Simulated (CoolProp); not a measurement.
Vapour-liquid equilibrium of R113 (1) + acetone (2) at 130.45 °C; x and y are mole fractions of (1).

Computed with CoolProp (multi-fluid Helmholtz-energy mixture model, Marx 1992 and Lemmon 2006; pair parameters Bell 2016).

```json
[
 {"x": "0.05", "bubble pressure, mixture model (MPa)": "0.7997", "bubble pressure, Raoult's law (MPa)": "0.7674", "y, mixture model": "0.084", "y, Raoult's law": "0.055"},
 {"x": "0.2", "bubble pressure, mixture model (MPa)": "0.8812", "bubble pressure, Raoult's law (MPa)": "0.7792", "y, mixture model": "0.272", "y, Raoult's law": "0.216"},
 {"x": "0.35", "bubble pressure, mixture model (MPa)": "0.9301", "bubble pressure, Raoult's law (MPa)": "0.7911", "y, mixture model": "0.408", "y, Raoult's law": "0.373"},
 {"x": "0.5", "bubble pressure, mixture model (MPa)": "0.9537", "bubble pressure, Raoult's law (MPa)": "0.8030", "y, mixture model": "0.523", "y, Raoult's law": "0.525"},
 {"x": "0.65", "bubble pressure, mixture model (MPa)": "0.9551", "bubble pressure, Raoult's law (MPa)": "0.8149", "y, mixture model": "0.634", "y, Raoult's law": "0.672"},
 {"x": "0.8", "bubble pressure, mixture model (MPa)": "0.9317", "bubble pressure, Raoult's law (MPa)": "0.8268", "y, mixture model": "0.759", "y, Raoult's law": "0.815"},
 {"x": "0.95", "bubble pressure, mixture model (MPa)": "0.8733", "bubble pressure, Raoult's law (MPa)": "0.8387", "y, mixture model": "0.926", "y, Raoult's law": "0.954"}
]
```

The largest gap from Raoult's law is +18.8 % in bubble pressure, at x = 0.5. y crosses x between x = 0.5 and 0.65: the model has an azeotrope there.

Pair parameters are fitted to limited data, so mixtures are less certain than the pure fluids.
